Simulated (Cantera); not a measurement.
An isothermal, constant-pressure homogeneous reactor starts with 0.621 % C₂H₆, 99.4 % N₂, at 1998 K and 1.43 Torr.

Cantera simulation using GRI-Mech 3.0 (53 species, 325 reactions); the numbers are that mechanism's predictions, not measurements. GRI-Mech 3.0 stops at C3 and has no aromatics, soot or wall deposition, so with more carbon than oxygen in the feed, carbon stays in small species such as C2H2 where larger ones or solid carbon would form. Radical loss at walls, strong at low pressure, is not modelled.

x: mole fraction; the columns are a selection and need not sum to one.

| t (s) | x C₂H₆ | x C₂H | x HCN | x CH₂ | x CH₃ | x CH₄ |
|---|---|---|---|---|---|---|
| 2.00e-5 | 0.00596 | <1e-12 | <1e-12 | 2.05e-9 | 0.000493 | 8.65e-8 |
| 6.91e-5 | 0.00539 | <1e-12 | 3.85e-12 | 8.88e-8 | 0.00162 | 1.01e-6 |
| 0.000239 | 0.00381 | <1e-12 | 1.97e-10 | 3.00e-6 | 0.00468 | 1.09e-5 |
| 0.000825 | 0.00109 | 4.87e-9 | 2.35e-7 | 5.31e-5 | 0.00890 | 8.96e-5 |
| 0.00285 | 7.15e-6 | 7.84e-6 | 2.70e-5 | 0.000109 | 0.00605 | 0.000349 |
| 0.00985 | 7.64e-8 | 1.33e-5 | 0.000107 | 4.97e-5 | 0.00141 | 0.000497 |
| 0.0340 | 4.36e-9 | 7.95e-6 | 0.000176 | 1.57e-5 | 0.000314 | 0.000267 |
| 0.118 | 4.12e-10 | [?] | [?] | [?] | [?] | [?] |
| 0.406 | 2.83e-11 | 5.19e-6 | [?] | [?] | [?] | [?] |
| 1.40 | <1e-12 | 5.23e-6 | 0.000307 | 1.74e-7 | 3.01e-6 | 3.28e-6 |
| 4.85 | <1e-12 | 5.81e-6 | 0.000312 | 1.72e-8 | 2.49e-7 | 2.39e-7 |
| 16.8 | <1e-12 | 7.82e-6 | 0.000312 | 5.63e-9 | 6.13e-8 | 4.37e-8 |
| 57.9 | <1e-12 | 1.44e-5 | 0.000312 | 1.67e-9 | 9.90e-9 | 3.84e-9 |
| 200 | <1e-12 | 3.07e-5 | 0.000312 | 1.62e-9 | 4.50e-9 | 8.20e-10 |

Problem. Fill in the missing entries.

Solution. 
- 0.118, x C₂H: 5.80e-6
- 0.118, x HCN: 0.000230
- 0.118, x CH₂: 4.95e-6
- 0.118, x CH₃: 9.34e-5
- 0.118, x CH₄: 9.86e-5
- 0.406, x HCN: 0.000276
- 0.406, x CH₂: 1.32e-6
- 0.406, x CH₃: 2.42e-5
- 0.406, x CH₄: 2.71e-5
